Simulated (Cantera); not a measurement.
Charge: 1 mol Ta₂O₅, 7 mol CO, 3.3 mol H₂, equilibrated at 2275 K.

Method: chemical equilibrium by Gibbs-energy minimisation in Cantera with the NASA 1993 tables (ideal gas, pure condensed phases). Candidate condensed phases: C, C₆H₆, C₇H₈, C₈H₁₈, H₂O, Ta, TaC, Ta₂O₅; 113 gas species. Equilibrium is a limit: real reactors are often held back by kinetics, nucleation or transport.

Task: At 10.0 Pa, list the 4 most abundant gas species with their mole fractions, and the condensed phases.

Result: CO 0.504, H 0.263, H₂ 0.0957, TaO₂ 0.0911. Condensed: Ta₂O₅(l).
